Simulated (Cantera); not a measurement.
Charge: 1 mol Si2Cl6, 4.9 mol NH3, 4.5 mol N2, at 1675 K and 37.0 mbar.

Method: chemical equilibrium by Gibbs-energy minimisation in Cantera with the NASA 1993 tables (ideal gas, pure condensed phases). Candidate condensed phases: NH4Cl, Si, Si3N4; 28 gas species. The feed counts by its element totals alone. The tables' values for SiCl3, SiCl are old estimates; treat these amounts as uncertain. Rates play no part.

Base state: N2 0.386, H2 0.339, HCl 0.198, SiCl2 0.0720, SiCl3 0.00430, SiCl4 0.000532, H 0.000351, SiHCl3 0.000165 (mole fractions); condensed: Si3N4(s).

Question: What changes in the equilibrium state with this change: pressure from 37.0 mbar to 12.0 mbar?

Answer: 
| species | before | after |
|---|---|---|
| N2 | 0.386 | 0.393 |
| H2 | 0.339 | 0.352 |
| HCl | 0.198 | 0.158 |
| SiCl2 | 0.0720 | 0.0928 |
| Si | 2.03e-6 | 1.31e-5 |
| SiCl4 | 0.000532 | 0.000137 |
| SiHCl3 | 0.000165 | 5.50e-5 |
| SiCl | 2.54e-5 | 7.33e-5 |
| H | 0.000351 | 0.000629 |
| Si3N4(s), mol | 0.236 | 0.124 |
